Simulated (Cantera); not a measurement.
An isothermal, constant-pressure homogeneous reactor starts with NO : N₂ = 1 : 4.3 (molar parts), at 1975 K and 2670 Pa. Integrator tolerance rtol = 1e-08.

Cantera simulation using GRI-Mech 3.0 (53 species, 325 reactions); the numbers are that mechanism's predictions, not measurements. Radical loss at walls, strong at low pressure, is not modelled.

### Question
What does this change do: pressure from 2670 Pa to 17000 Pa?

### Answer
```
quantity                                            before                                      after
----------------  ----------------------------------------  -----------------------------------------
x(NO) at 20.0 s     0.0749 (gas-phase equilibrium 0.00506)     0.0135 (gas-phase equilibrium 0.00507)
x(O) at 20.0 s    0.000823 (gas-phase equilibrium 0.00103)  0.000398 (gas-phase equilibrium 0.000407)
x(NO₂) at 20.0 s   1.13e-5 (gas-phase equilibrium 9.79e-7)    6.43e-6 (gas-phase equilibrium 2.48e-6)
x(N₂) at 20.0 s        0.868 (gas-phase equilibrium 0.903)        0.899 (gas-phase equilibrium 0.903)
x(O₂) at 20.0 s      0.0564 (gas-phase equilibrium 0.0912)      0.0874 (gas-phase equilibrium 0.0916)
```
